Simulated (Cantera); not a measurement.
A freely propagating, adiabatic, planar premixed flame of CH₄ : C₂H₆ : O₂ : N₂ = 1 : 1.1 : 4.5 : 16.9 (molar parts), unburnt at 498 K and 1.01 bar; mixture-averaged transport, grid criteria slope 0.08 and curve 0.16, no radiation.

Model: GRI-Mech 3.0 (53 species, 325 reactions), integrated in Cantera. Burning velocities carry a grid error of a few per cent, more on coarse grids.

Predict: laminar burning velocity; thermal thickness; peak x(CH₂); peak x(H).


| Property | Result |
|---|---|
| laminar burning velocity | 80.9 cm/s |
| thermal thickness | 0.355 mm |
| peak x(CH₂) | 9.76e-5 |
| peak x(H) | 0.0104 |
